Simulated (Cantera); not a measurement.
A closed system holds: 1 mol B2O3, 19 mol HF, at 0.000370 bar.

These are equilibrium values from Cantera (NASA tables, ideal gas, pure condensed phases), not measurements of a reactor. Candidate condensed phases: B, B2O3, B3O3H3, H2O; 43 gas species. Rates play no part. All values below are at 1600 K.

Base state: HF 0.850, BOF 0.0966, H2O 0.0486, HBO2 0.00197, BF3 0.00149, H2 0.000850, O2 0.000388, OH 0.000184 (mole fractions); condensed: gas only.

What changes in the equilibrium state with this change: HF from 19 to 2.5 mol?


```json
[
 {"species": "BOF", "before": "0.0966", "after": "0.455"},
 {"species": "HF", "before": "0.850", "after": "0.257"},
 {"species": "H2O", "before": "0.0486", "after": "0.172"},
 {"species": "HBO2", "before": "0.00197", "after": "0.108"},
 {"species": "B2O3", "before": "3.81e-6", "after": "0.00326"},
 {"species": "BO2", "before": "9.17e-6", "after": "0.000326"},
 {"species": "BF3", "before": "0.00149", "after": "0.000183"},
 {"species": "H2", "before": "0.000850", "after": "0.00203"},
 {"species": "OH", "before": "0.000184", "after": "0.000421"}
]
```
